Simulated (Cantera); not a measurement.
## MgO + H₂ (sublimation and decomposition of ceramics)

Charge: 1 mol MgO, 0.011 mol H₂, equilibrated at 1300 °C and 750 Torr.

Cantera equilibrium calculation (NASA polynomials, part measured and part estimated; ideal gas, pure solids and liquids). Candidate condensed phases: H₂O, Mg, MgO, Mg(OH)₂; 15 gas species. Equilibrium is a limit: real reactors are often held back by kinetics, nucleation or transport.

```json
{
 "x(H₂)": "1.000",
 "x(H₂O)": "7.83e-5",
 "x(Mg)": "7.75e-5",
 "x(H)": "4.07e-5",
 "n(MgO(s))": "1.000 mol",
 "gas_amount": "0.01100 mol",
 "log10 activity of Mg(l) (absent)": "-4.75"
}
```
